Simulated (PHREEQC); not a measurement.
Consider water at 25 °C with 32 mmol/kgw NiCl2 and 17 mmol/kgw Na2SO4. Closed to the air; pH follows from the charge balance.

Model: ion-association model, wateq4f.dat, run in PHREEQC.

The ionic strength comes out as 0.118 mol/kgw. What activity coefficients do Ni(SO4)2-2, Na+, NiCl+, SO4-2, H+ get?

Ni(SO4)2-2 0.35, Na+ 0.77, NiCl+ 0.77, SO4-2 0.35, H+ 0.82.

This is a speciation only: nothing precipitates in the calculation.
